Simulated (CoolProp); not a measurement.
Vapour-liquid equilibrium of CHF3 (R23) (1) + C2F6 (R116) (2) at 180.3 K; x and y are mole fractions of (1).

Values from CoolProp's multi-fluid Helmholtz-energy mixture model, Penoncello 2003 and Lemmon 2006; pair parameters Bell 2016.

| x | bubble pressure (bar) | y at the bubble point | dew pressure at overall composition x (bar) | liquid density (mol/L) |
|---|---|---|---|---|
| 0.05 | 0.5318 | 0.233 | 0.4442 | 12.33 |
| 0.15 | 0.6555 | 0.420 | 0.4885 | 12.87 |
| 0.25 | 0.7109 | 0.494 | 0.5415 | 13.46 |
| 0.35 | 0.7336 | 0.529 | 0.6048 | 14.13 |
| 0.45 | 0.7418 | 0.548 | 0.6781 | 14.88 |
| 0.55 | 0.7441 | 0.561 | 0.7425 | 15.73 |
| 0.65 | 0.7424 | 0.577 | 0.7077 | 16.69 |
| 0.75 | 0.7324 | 0.604 | 0.6471 | 17.79 |
| 0.85 | 0.6993 | 0.664 | 0.5905 | 19.03 |
| 0.95 | 0.6080 | 0.818 | 0.5408 | 20.45 |

y crosses x between x = 0.55 and 0.65: the model has an azeotrope there.

The pair parameters rest on a limited set of measurements; away from them the model extrapolates. With so large a gap from Raoult's law the liquid may split in two, which this calculation doesn't test in full.
